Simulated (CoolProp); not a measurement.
Vapour-liquid equilibrium of CF4 (R14) (1) + CHF3 (R23) (2) at 614 kPa; x and y are mole fractions of (1).

Model: multi-fluid Helmholtz-energy mixture model, Platzer 1990 and Penoncello 2003; pair parameters Bell 2016, in CoolProp. This equation is an older, rougher fit; its heat capacities, sound speeds and derivatives of the liquid may be far off and weren't checked against measurements.

```json
[
 {"x": "0.05", "bubble temperature, mixture model (°C)": "-57.2", "bubble temperature, Raoult's law (°C)": "-50.3", "y, mixture model": "(withheld)", "y, Raoult's law": "0.267"},
 {"x": "0.2", "bubble temperature, mixture model (°C)": "(withheld)", "bubble temperature, Raoult's law (°C)": "-64.8", "y, mixture model": "(withheld)", "y, Raoult's law": "0.675"},
 {"x": "0.35", "bubble temperature, mixture model (°C)": "(withheld)", "bubble temperature, Raoult's law (°C)": "-74.6", "y, mixture model": "0.895", "y, Raoult's law": "0.839"},
 {"x": "0.5", "bubble temperature, mixture model (°C)": "(withheld)", "bubble temperature, Raoult's law (°C)": "-81.8", "y, mixture model": "0.916", "y, Raoult's law": "0.916"},
 {"x": "0.65", "bubble temperature, mixture model (°C)": "(withheld)", "bubble temperature, Raoult's law (°C)": "-87.2", "y, mixture model": "0.929", "y, Raoult's law": "0.958"},
 {"x": "0.8", "bubble temperature, mixture model (°C)": "-93.4", "bubble temperature, Raoult's law (°C)": "-91.6", "y, mixture model": "0.947", "y, Raoult's law": "0.982"},
 {"x": "0.95", "bubble temperature, mixture model (°C)": "(withheld)", "bubble temperature, Raoult's law (°C)": "-95.1", "y, mixture model": "(withheld)", "y, Raoult's law": "0.996"}
]
```

### Question
Complete the blanks.

### Answer

- 0.05, y, mixture model: 0.420
- 0.2, bubble temperature, mixture model (°C): -80.6
- 0.2, y, mixture model: 0.828
- 0.35, bubble temperature, mixture model (°C): -87.9
- 0.5, bubble temperature, mixture model (°C): -90.4
- 0.65, bubble temperature, mixture model (°C): -91.9
- 0.95, bubble temperature, mixture model (°C): -95.4
- 0.95, y, mixture model: 0.981

The largest gap from Raoult's law is -15.8 K in bubble temperature, at x = 0.2. No azeotrope shows between x = 0.05 and 0.95.

The pair parameters rest on a limited set of measurements; away from them the model extrapolates. With so large a gap from Raoult's law the liquid may split in two, which this calculation doesn't test in full.
